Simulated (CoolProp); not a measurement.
The numbers come from the reference Helmholtz-energy equation of state, Leachman 2009 in CoolProp.

**Question.** For normal hydrogen, give the phase and the cp (kJ/(kg K)), cv (kJ/(kg K)), speed of sound (m/s), Prandtl number at 437.9 K and 0.347 MPa.

**Answer.** 
- 437.9 K and 0.347 MPa: gas; cp 14.5, cv 10.4, speed of sound 1590, Prandtl number 0.682

Viscosity comes from a separate model (Muzny 2013). Thermal conductivity comes from a separate model (Assael 2011).
